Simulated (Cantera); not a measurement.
An adiabatic, constant-volume homogeneous reactor starts with 5.91 % CH4, 14.9 % O2, 79.1 % N2, at 1800 K and 578 Torr.

Cantera simulation using GRI-Mech 3.0 (53 species, 325 reactions); the numbers are that mechanism's predictions, not measurements.

One state of this run: T (K) = 2773; P (bar) = 1.22; x CH4 = <1e-12; x O2 = 0.0328; x HO2 = 6.84e-6; x CH2CO = <1e-12; x CH3 = <1e-12; x CO = 0.0232; x CO2 = 0.0341. x: mole fraction; the columns are a selection and need not sum to one.

Problem. Which value of t (s) does it belong to?
A. 3.87e-5
B. 0.000139
C. 3.00e-6
D. 0.300

Solution. D, 0.300
